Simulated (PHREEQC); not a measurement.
Solution (25 °C): 24 mmol/kgw CuSO4 and 0.37 mmol/kgw NaHCO3. Closed to the air; pH follows from the charge balance.

Model: ion-association model, wateq4f.dat, run in PHREEQC.

```csv
quantity,before,after
pH,5.21,5.15
SO4-2 (mol/kgw),0.0150,0.0109
Cu+2 (mol/kgw),0.0147,0.0187
CuSO4 (mol/kgw),0.00896,0.00497
Cu2(OH)2+2 (mol/kgw),0.000123,0.000119
SI of Cu(OH)2 (Cu(OH)2),-0.38,-0.51
SI of Tenorite (CuO),+0.64,+0.51
```

**Question.** Name the change that produced these shifts.
A) 0.00072 mol/kgw RbOH added
B) CuSO4 from 0.024 to 0.0024 mol/kgw
C) 0.03 mol/kgw Zn(NO3)2 added
D) NaHCO3 from 0.00037 to 0.00185 mol/kgw
E) diluted 5-fold with water

**Answer.** C, 0.03 mol/kgw Zn(NO3)2 added

Precipitation was switched off in this run. Some of these states are supersaturated (in Antlerite, Brochantite, for instance).
